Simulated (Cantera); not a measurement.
Feed: 1 mol BN, 1.9 mol HCl, at 1450 K.

Equilibrium computed with Cantera from the NASA thermochemical tables; the gas is ideal and each condensed phase is pure. Candidate condensed phases: B, BN, NH₄Cl; 21 gas species. The tables' values for BCl₂, BCl are old estimates; treat these amounts as uncertain. Gases not in the tables: BHCl₂. Kinetics and transport are ignored.

Q: At 3.20 mbar, list the 4 most abundant gas species with their mole fractions, and the condensed phases.

A: HCl 0.865, H₂ 0.0671, BCl₃ 0.0444, N₂ 0.0223. Condensed: BN(s).
